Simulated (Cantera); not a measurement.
An adiabatic, constant-volume homogeneous reactor starts with 6.17 % CH₄, 0.228 % C₂H₆, 19.6 % O₂, 74.0 % N₂, at 1300 K and 11.0 bar.

Cantera simulation using GRI-Mech 3.0 (53 species, 325 reactions); the numbers are that mechanism's predictions, not measurements.

Q: Predict: time of steepest temperature rise; temperature at 2.00 s; equilibrium temperature; x(O₂) at 2.00 s; x(H₂O₂) at 2.00 s; x(NO) at 2.00 s; x(H) at 2.00 s; x(NO₂) at 2.00 s.

A: 
| Item | Value |
|---|---|
| time of steepest temperature rise | 0.566 ms |
| temperature at 2.00 s | 2775 K |
| equilibrium temperature | 2775 K |
| x(O₂) at 2.00 s | 0.0560 (gas-phase equilibrium 0.0560) |
| x(H₂O₂) at 2.00 s | 1.67e-6 (gas-phase equilibrium 1.67e-6) |
| x(NO) at 2.00 s | 0.0176 (gas-phase equilibrium 0.0176) |
| x(H) at 2.00 s | 0.000706 (gas-phase equilibrium 0.000706) |
| x(NO₂) at 2.00 s | 3.04e-5 (gas-phase equilibrium 3.04e-5) |
